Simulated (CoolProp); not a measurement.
o-xylene at several states: fugacity coefficient from the reference equation and from simpler models built on Tc = 630.3 K, pc = 3737 kPa, ω = 0.312; each cubic takes its own stable root.

Model: reference Helmholtz-energy equation of state, Zhou 2012, in CoolProp.

```tsv
T (K)	p (kPa)	phase	reference
501.1	12100	liquid	0.06653
275.2	2320	liquid	9.862e-5
287.3	34.1	liquid	0.01349
384	516	liquid	0.07342
```

**Question.** How far does each simpler model (van der Waals, Redlich-Kwong, Soave-Redlich-Kwong, Peng-Robinson) lie from the reference over these 4 states: mean and median of the absolute difference, and the worst?

**Answer.** 
- van der Waals: mean 7144.2 %, median 3978.6 %, worst +20453.6 % at 275.2 K and 2320 kPa
- Redlich-Kwong: mean 242.7 %, median 248.2 %, worst +423.6 % at 275.2 K and 2320 kPa
- Soave-Redlich-Kwong: mean 5.6 %, median 5.9 %, worst +9.3 % at 501.1 K and 12100 kPa
- Peng-Robinson: mean 4.2 %, median 3.8 %, worst +8.3 % at 275.2 K and 2320 kPa

At some of these states van der Waals gives the other phase, because its saturation line lies elsewhere.
